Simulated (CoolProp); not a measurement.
Vapour-liquid equilibrium of carbon dioxide (1) + CHF3 (R23) (2) at 1.66 MPa; x and y are mole fractions of (1).

Values from CoolProp's multi-fluid Helmholtz-energy mixture model, Span 1996 and Penoncello 2003; pair parameters Bell 2016.

| x | bubble temperature (°C) | y at the bubble point | dew temperature at overall composition x (°C) | liquid density (mol/L) |
|---|---|---|---|---|
| 0.05 | -15.2 | 0.068 | -15.0 | 16.49 |
| 0.15 | -16.9 | 0.195 | -16.3 | 17.11 |
| 0.25 | -18.5 | 0.313 | -17.6 | 17.77 |
| 0.35 | -19.9 | 0.422 | -19.0 | 18.45 |
| 0.45 | -21.2 | 0.522 | -20.3 | 19.16 |
| 0.55 | -22.3 | 0.614 | -21.5 | 19.92 |
| 0.65 | -23.2 | 0.702 | -22.7 | 20.72 |
| 0.75 | -24.0 | 0.786 | -23.7 | 21.58 |
| 0.85 | -24.7 | 0.870 | -24.6 | 22.49 |
| 0.95 | -25.2 | 0.955 | -25.2 | 23.48 |

No azeotrope shows between x = 0.05 and 0.95.

Pair parameters are fitted to limited data, so mixtures are less certain than the pure fluids.
